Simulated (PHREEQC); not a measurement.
A column of 0.1 m (40 cells, dispersivity 0.0035 m, 300 s a shift, diffusion coefficient 3e-10 m²/s) holds 0.1 eq of the database's cation exchanger X per kg of pore water, first in equilibrium with 81 mmol/kgw Na2SO4, 54 mmol/kgw LiCl, 17 mmol/kgw NaCl and 0.01 mmol/kgw HCl. It is flushed with 0.022 mol Na2SO4, 0.0005 mol CdCl2 and 1e-05 mol HCl per kg of water, at 25 °C. Values are for the last cell. The system is closed to CO2. No solid was allowed to form.

Computed with PHREEQC (ion-association model, phreeqc.dat).

```csv
pore volumes,Li in solution (mol/kgw),Cl in solution (mol/kgw),Na in solution (mol/kgw)
0,0.0540,0.0710,0.179
0.6875,0.0498,[?],[?]
1.137,0.0219,0.0197,0.0734
1.812,[?],0.00157,0.0365
2.263,0.00820,[?],0.0369
2.938,0.00479,0.00101,0.0402
3.612,0.00210,0.00101,0.0429
4.062,0.00108,0.00101,[?]
4.737,0.000359,0.00101,0.0446
5.188,0.000164,0.00101,[?]
5.862,4.79e-5,0.00101,0.0450
6.312,[?],0.00101,0.0450
6.987,5.61e-6,0.00101,0.0450
```

### Question
Fill in the missing entries.

### Answer

- 0.6875, Cl in solution (mol/kgw): 0.0642
- 0.6875, Na in solution (mol/kgw): 0.165
- 1.812, Li in solution (mol/kgw): 0.00998
- 2.263, Cl in solution (mol/kgw): 0.00104
- 4.062, Na in solution (mol/kgw): 0.0439
- 5.188, Na in solution (mol/kgw): 0.0448
- 6.312, Li in solution (mol/kgw): 2.05e-5

Species that the database lacks are ignored.
